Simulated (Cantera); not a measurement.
Charge: 1 mol (CH3)2SiCl2, 0.76 mol C2H4, 3 mol H2, held at 0.00730 bar.

Method: chemical equilibrium by Gibbs-energy minimisation in Cantera with the NASA 1993 tables (ideal gas, pure condensed phases). Candidate condensed phases: C, C6H6, C7H8, C8H18, Si, SiC; 109 gas species. The feed counts by its element totals alone. The tables' values for SiCl, SiCl3 are old estimates; treat these amounts as uncertain. Gases not in the tables: Si2H6 and higher silanes. Equilibrium is a limit: real reactors are often held back by kinetics, nucleation or transport.

x: gas mole fraction; n: condensed amount in mol.

```
T (°C)   x H2  x HCl       x H  x SiCl2      x Cl  x Si  n C(graphite)  n SiC(s)
------  -----  -----  --------  -------  --------  ----  -------------  --------
1302    0.767  0.230  0.000426  0.00225  0.000101     …           2.54     0.980
1352    0.767  0.229  0.000723  0.00273  0.000170     …           2.54     0.976
1402    0.768  0.228   0.00119  0.00327  0.000276     …           2.55     0.971
1452    0.768  0.226   0.00190  0.00387  0.000434     …           2.55     0.966
1502    0.767  0.224   0.00297  0.00451  0.000667     …           2.56     0.961
1552    0.767  0.223   0.00451  0.00520  0.000999     …           2.56     0.955
1602    0.765  0.220   0.00671  0.00593   0.00146     …           2.57     0.948
1652    0.763  0.218   0.00978  0.00669   0.00210     …           2.57     0.941
1702    0.760  0.215    0.0140  0.00746   0.00294     …           2.58     0.932
1752    0.756  0.211    0.0196  0.00823   0.00406     …           2.59     0.922
1802    0.749  0.207    0.0270  0.00898   0.00549     …           2.59     0.908
1852    0.741  0.202    0.0366  0.00968   0.00730     …           2.61     0.888
1902    0.729  0.195    0.0488   0.0103   0.00954     …           2.63     0.857
```

Q: Some entries are withheld; supply them.

A: 
- 1302, x Si: 7.58e-8
- 1352, x Si: 2.55e-7
- 1402, x Si: 7.99e-7
- 1452, x Si: 2.34e-6
- 1502, x Si: 6.45e-6
- 1552, x Si: 1.68e-5
- 1602, x Si: 4.15e-5
- 1652, x Si: 9.80e-5
- 1702, x Si: 0.000221
- 1752, x Si: 0.000479
- 1802, x Si: 0.001000
- 1852, x Si: 0.00201
- 1902, x Si: 0.00393
